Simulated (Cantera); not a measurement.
Feed: 1 mol Fe, a varied amount of Cl2, 5.4 mol N2, at 777 °C and 585 Torr.

Cantera equilibrium calculation (NASA polynomials, part measured and part estimated; ideal gas, pure solids and liquids). Candidate condensed phases: Fe, FeCl2, FeCl3; 10 gas species. Mutual solubility and eutectic melting of coexisting phases are not modelled. Kinetics and transport are ignored.

Task: At 0.65 mol Cl2, list the 4 most abundant gas species with their mole fractions, and the condensed phases.

Result: N2 0.929, FeCl2 0.0579, Fe2Cl4 0.0131, FeCl3 3.65e-5. Condensed: Fe(α) + FeCl2(l).
